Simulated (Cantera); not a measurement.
What does this Cantera script print?

```python
import numpy as np
import cantera as ct

surf = ct.Interface("diamond.yaml", "diamond_100")
gas, bulk = surf.adjacent["gas"], surf.adjacent["diamond"]
k = surf.kinetics_species_index(bulk.species_names[0])
cover = ["c6HH", "c6H*", "c6*H", "c6**", "c6HM", "c6B"]

rows, drift = [], 0.0
print(f"{'xH':>10s}{'um/h':>11s}" + "".join(f"{s:>11s}" for s in cover))
for v in [0.0001, 0.00024, 0.00057, 0.0013, 0.0032, 0.0077, 0.018, 0.043, 0.1]:
    T, P, xH, xCH3 = 1375, 1400, v, 1.5e-05
    gas.TPX = T, P, {"H": xH, "CH3": xCH3, "CH4": 0.0045, "H2": 1 - xH - xCH3 - 0.0045}
    surf.TP = bulk.TP = T, P
    surf.coverages = "c6H*:0.1, c6HH:0.9"
    surf.advance_coverages(100.0)
    before = surf.coverages
    surf.advance_coverages(100.0)
    drift = max(drift, np.max(np.abs(surf.coverages - before) / (surf.coverages + 1e-9)))
    rate = surf.net_production_rates[k] * bulk.mean_molecular_weight / bulk.density * 3.6e9
    rows.append([rate, *surf[cover].coverages])
    print(f"{v:10.4g}{rate:11.4e}" + "".join(f"{x:11.3e}" for x in rows[-1][1:]))
```

Output:

```
        xH       um/h       c6HH       c6H*       c6*H       c6**       c6HM        c6B
    0.0001 9.1085e-05  6.960e-01  2.864e-02  2.719e-01  3.436e-03  7.797e-07  2.472e-13
   0.00024 6.1945e-04  5.595e-01  4.100e-02  3.893e-01  1.019e-02  1.128e-06  1.681e-12
   0.00057 2.9289e-03  4.552e-01  4.978e-02  4.726e-01  2.237e-02  1.421e-06  7.948e-12
    0.0013 9.0328e-03  3.950e-01  5.418e-02  5.144e-01  3.641e-02  1.685e-06  2.451e-11
    0.0032 2.0918e-02  3.612e-01  5.620e-02  5.335e-01  4.906e-02  2.013e-06  5.676e-11
    0.0077 3.4398e-02  3.462e-01  5.694e-02  5.404e-01  5.646e-02  2.313e-06  9.334e-11
     0.018 4.6357e-02  3.398e-01  5.723e-02  5.429e-01  6.007e-02  2.494e-06  1.258e-10
     0.043 5.9569e-02  3.369e-01  5.741e-02  5.439e-01  6.178e-02  2.540e-06  1.616e-10
       0.1 7.9388e-02  3.357e-01  5.762e-02  5.441e-01  6.256e-02  2.439e-06  2.154e-10
```

Cantera simulation using the Harris–Goodwin 1993 mechanism for the reconstructed diamond (100) surface; the numbers are that mechanism's predictions, not measurements.
